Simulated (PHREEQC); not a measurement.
Acid rinse or clean: an equilibrium model

Dissolve 0.054 mol H2SO4 and 0.00013 mol MgCl2 per kg of water at 25 °C. Closed to the air; pH follows from the charge balance.

All values are PHREEQC results (Pitzer model, pitzer.dat), not measurements.

Precipitation was switched off in this run.

Problem. Predict the pH, osmotic coefficient, density.

Solution. pH 1.25; osmotic coefficient 0.897; density 1.001 g/cm³.

Problem. In which forms is S present?

Solution. HSO4- 67 %, SO4-2 33 % of the S.

Species that the database lacks are ignored.
